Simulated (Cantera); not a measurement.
Input (Python, Cantera):

```python
import numpy as np
import cantera as ct

gas = ct.Solution("SiF4_NH3_mec.yaml", "gas")
gas.TPX = 2350, 101325, {'NH3': 1, 'H2': 0.31}
reactor = ct.IdealGasConstPressureReactor(gas, energy="off", clone=False)
net = ct.ReactorNet([reactor])
net.rtol, net.atol = 1e-08, 1e-18
show = ['NH3', 'H2', 'H', 'N2H2', 'NH2', 'NH']
times = np.geomspace(0.0005, 70, 15)

steps = ct.SolutionArray(gas, extra=["t"])
rows = []
print(f"{'t/s':>10s}{'T/K':>9s}{'P/Pa':>11s}" + "".join(f"{s:>11s}" for s in show))
for t in times:
    while net.time < t:
        t_next = net.step()
        steps.append(gas.state, t=t_next)
    rows.append([np.interp(t, steps.t, y) for y in (steps.T, steps.P, *steps(*show).X.T)])
    print(f"{t:10.3e}{rows[-1][0]:9.1f}{rows[-1][1]:11.4g}" + "".join(f"{x:11.3e}" for x in rows[-1][2:]))
rate = np.gradient(steps.T, steps.t)
print("integrator steps:", len(steps.t))
if steps.T.max() > steps.T[0] + 200:
    print(f"time of steepest temperature rise: {steps.t[rate.argmax()]:.4e} s")
gas.TPX = 2350, 101325, {'NH3': 1, 'H2': 0.31}
gas.equilibrate("TP")
print(f"equilibrium (TP): T = {gas.T:.1f} K  " + "  ".join(f"{s} {gas[s].X[0]:.3e}" for s in show))
```

It prints:

```
       t/s      T/K       P/Pa        NH3         H2          H       N2H2        NH2         NH
 5.000e-04   2350.0  1.013e+05  4.961e-01  4.253e-01  8.847e-04  1.354e-05  3.267e-03  1.103e-04
 1.166e-03   2350.0  1.013e+05  3.025e-01  5.642e-01  1.346e-03  7.087e-06  2.296e-03  9.807e-05
 2.717e-03   2350.0  1.013e+05  1.128e-01  6.999e-01  2.268e-03  2.231e-06  1.167e-03  7.312e-05
 6.334e-03   2350.0  1.013e+05  1.354e-02  7.692e-01  5.008e-03  2.275e-07  2.818e-04  3.717e-05
 1.477e-02   2350.0  1.013e+05  3.273e-04  7.737e-01  1.082e-02  1.149e-09  1.466e-05  4.227e-06
 3.442e-02   2350.0  1.013e+05  6.703e-05  7.737e-01  1.097e-02  5.304e-11  3.043e-06  8.898e-07
 8.025e-02   2350.0  1.013e+05  2.357e-05  7.737e-01  1.097e-02  9.314e-12  1.071e-06  3.132e-07
 1.871e-01   2350.0  1.013e+05  9.823e-06  7.738e-01  1.097e-02  4.210e-12  4.461e-07  1.305e-07
 4.361e-01   2350.0  1.013e+05  5.112e-06  7.738e-01  1.097e-02  3.428e-12  2.322e-07  6.793e-08
 1.017e+00   2350.0  1.013e+05  4.005e-06  7.738e-01  1.097e-02  3.316e-12  1.819e-07  5.322e-08
 2.370e+00   2350.0  1.013e+05  3.942e-06  7.738e-01  1.097e-02  3.310e-12  1.790e-07  5.238e-08
 5.525e+00   2350.0  1.013e+05  3.942e-06  7.738e-01  1.097e-02  3.310e-12  1.790e-07  5.238e-08
 1.288e+01   2350.0  1.013e+05  3.942e-06  7.738e-01  1.097e-02  3.310e-12  1.790e-07  5.238e-08
 3.003e+01   2350.0  1.013e+05  3.942e-06  7.738e-01  1.097e-02  3.310e-12  1.790e-07  5.238e-08
 7.000e+01   2350.0  1.013e+05  3.942e-06  7.738e-01  1.097e-02  3.310e-12  1.790e-07  5.238e-08
integrator steps: 1712
equilibrium (TP): T = 2350.0 K  NH3 3.942e-06  H2 7.738e-01  H 1.097e-02  N2H2 3.310e-12  NH2 1.790e-07  NH 5.238e-08
```

Cantera simulation using the gas-phase N/H chemistry of the illustrative SiF4/NH3 mechanism in the Surface Chemkin manual (1991); the numbers are that mechanism's predictions, not measurements. Walls and surfaces, which speed up NH3 decomposition in real reactors, are not modelled.
